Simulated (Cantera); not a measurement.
A closed system holds: 1 mol MgCl₂, 0.023 mol HCl, 1.3 mol N₂, held at 1.00 bar.

Cantera equilibrium calculation (NASA polynomials, part measured and part estimated; ideal gas, pure solids and liquids). Candidate condensed phases: Mg, MgCl₂, NH₄Cl; 18 gas species. Rates play no part.

At 1873 K, list the 4 most abundant gas species with their mole fractions, and the condensed phases.

N₂ 0.559, MgCl₂ 0.430, HCl 0.00966, Cl 0.000435. Condensed: gas only.
